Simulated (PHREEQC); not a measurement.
Solution (20 °C): 0.0088 mol HF, 8.6e-05 mol NaF and 0.0015 mol (NH4)2SiF6 per kg of water. Closed to the air; pH follows from the charge balance.

Computed with PHREEQC (ion-association model, phreeqc.dat).

Precipitation was switched off in this run.

Problem. Predict the pH, ionic strength.

Solution. pH 2.67; ionic strength 0.00692 mol/kgw.

Problem. In which forms is F present?

Solution. SiF6-2 50 %, HF 36 %, F- 13 %, HF2- 0.6 % of the F.

Complexes and solids missing from the database can't appear. SiF6-2 is the database's only silicon fluoride.
